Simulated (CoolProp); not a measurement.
Vapour-liquid equilibrium of R152A (1) + isobutene (2) at 64.85 °C; x and y are mole fractions of (1).

Values from CoolProp's multi-fluid Helmholtz-energy mixture model, Outcalt 1996 and Lemmon 2005; pair parameters Bell 2016.

| x | bubble pressure, mixture model (MPa) | bubble pressure, Raoult's law (MPa) | y, mixture model | y, Raoult's law |
|---|---|---|---|---|
| 0.05 | 0.9810 | 0.9155 | 0.129 | 0.092 |
| 0.125 | 1.116 | 0.9758 | 0.267 | 0.215 |
| 0.2 | 1.228 | 1.036 | 0.366 | 0.324 |
| 0.275 | 1.322 | 1.096 | 0.443 | 0.421 |
| 0.35 | 1.401 | 1.157 | 0.507 | 0.508 |
| 0.425 | 1.469 | 1.217 | 0.563 | 0.586 |
| 0.5 | 1.527 | 1.277 | 0.614 | 0.657 |
| 0.575 | 1.576 | 1.338 | 0.664 | 0.722 |
| 0.65 | 1.616 | 1.398 | 0.714 | 0.781 |
| 0.725 | 1.649 | 1.458 | 0.765 | 0.835 |
| 0.8 | 1.673 | 1.519 | 0.820 | 0.885 |
| 0.875 | 1.686 | 1.579 | 0.880 | 0.931 |
| 0.95 | 1.687 | 1.639 | 0.948 | 0.973 |

The largest gap from Raoult's law is +21.1 % in bubble pressure, at x = 0.35. y crosses x between x = 0.875 and 0.95: the model has an azeotrope there.

The pair parameters rest on a limited set of measurements; away from them the model extrapolates.
